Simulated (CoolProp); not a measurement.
Values from CoolProp's reference Helmholtz-energy equation of state, Lemmon 2006. It is a short technical equation, of lower accuracy than the large ones.

Give the vapour pressure (MPa), vapour Z, surface tension (mN/m), liquid viscosity (µPa s) of saturated hydrogen sulfide at -27.05, -18.15, -9.25 °C.


| T (°C) | p (MPa) | vapour Z | surface tension (mN/m) | liquid viscosity (µPa s) |
|---|---|---|---|---|
| -27.05 | 0.425 | 0.937 | 21.4 | 199 |
| -18.15 | 0.582 | 0.922 | 19.6 | 183 |
| -9.25 | 0.779 | 0.905 | 17.8 | 169 |

Viscosity comes from a separate model (Quiñones-Cisneros 2012). Surface tension comes from a separate correlation (Mulero 2012).
